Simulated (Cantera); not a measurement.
What does this Cantera script print?

```python
import numpy as np
import cantera as ct

gas_names = [...]  # 123 gases of nasa_gas.yaml made of C, H, O, Si
cond_names = """
    C(gr) C6H6(L) C7H8(L) C8H18(L),n-octa H2O(s) H2O(L) Si(cr) Si(L) SiC(b) SiO2(Lqz) SiO2(hqz) SiO2(L)
""".split()


# ... load() reads the species with a 1 bar reference pressure and builds the phases ...
atoms = {
    'HMDSO': {'Si': 2, 'C': 6, 'H': 18, 'O': 1},
    'O3': {'O': 3},
}
top_T = {'C(gr)': 4500, 'SiC(b)': 3050}  # K; cautious upper limits of use, not melting points


# ... equilibrate(T, P, feed) seeds the gas with the atoms and calls Mixture.equilibrate('TP', solver="vcs", rtol=1e-11, max_steps=5000) ...
results = []
feed = {'HMDSO': 1, 'O3': 0.21}  # mol
T = 1998.15  # K
P = 2300  # Pa
mix = equilibrate(T, P, feed)
results.append((T, P, feed, dict(zip(mix.species_names, mix.species_moles))))
x = sorted(zip(gas.X, gas.species_names), reverse=True)
print(f"T = {T:g} K  P = {P:g} Pa  gas = {mix.phase_moles(0):.4g} mol")
print("   x: " + "  ".join(f"{s} {v:.3e}" for v, s in x if v > 1e-06))
print("   condensed (mol): " + ("  ".join(f"{mix.phase(i).name} {mix.phase_moles(i):.4g}"
      for i in range(1, mix.n_phases) if mix.phase_moles(i) > 1e-12) or "none"))
```

Result:

```
T = 1998.15 K  P = 2300 Pa  gas = 10.68 mol
   x: H2 8.370e-01  CO 1.512e-01  H 9.687e-03  SiO 1.402e-03  C2H2,acetylene 6.351e-04  Si 1.009e-04  SiH 9.536e-06  CH4 6.872e-06  SiH2 4.789e-06  SiC2 4.140e-06  Si2C 2.744e-06  CH3 1.575e-06
   condensed (mol): C(gr) 2.387  SiC(b) 1.984
```

Cantera equilibrium calculation (NASA polynomials, part measured and part estimated; ideal gas, pure solids and liquids). The feed counts by its element totals alone.
